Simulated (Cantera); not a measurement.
## Thermodynamics of hydrogen reduction and annealing atmospheres, feed NiS + H2 + N2

Feed: 1 mol NiS, 200 mol H2, 38 mol N2.

Cantera equilibrium calculation (NASA polynomials, part measured and part estimated; ideal gas, pure solids and liquids). Candidate condensed phases: Ni, NiS, NiS2, Ni3S2, Ni3S4, S; 17 gas species. Equilibrium is a limit: real reactors are often held back by kinetics, nucleation or transport.

Q: Map the stable condensed phases over T = 1075, 1150, 1225, 1300, 1375, 1450, 1525, 1600, 1675, 1750, 1825, 1900 °C and P in Pa = 10, 32, 100, 320, 1000, 3200, 10000, 32000, 100000, 320000, 1000000.

A: 
```
T in °C \ P in Pa
              10      32     100     320    1000    3200   10000   32000  100000  320000 1000000
   1900        A       A       A       A       A       A       A       B       B       B       B
   1825        A       A       A       A       A       A       A       B       B       B       B
   1750        A       A       A       A       A       A       B       B       B       B       B
   1675        A       A       A       A       A       B       B       B       B       B       B
   1600        A       A       A       A       B       B       B       B       B       B       B
   1525        A       A       A       A       B       B       B       B       B       B       B
   1450        A       A       A       B       B       B       B       B       B       B       B
   1375        A       B       B       B       B       B       B       B       B       B       B
   1300        B       B       B       B       B       B       B       B       B       B       B
   1225        B       B       B       B       B       B       B       B       B       B       B
   1150        B       B       B       B       B       B       B       B       B       B       B
   1075        B       B       B       B       B       B       B       B       B       B       B
```
A: gas only; B: Ni.
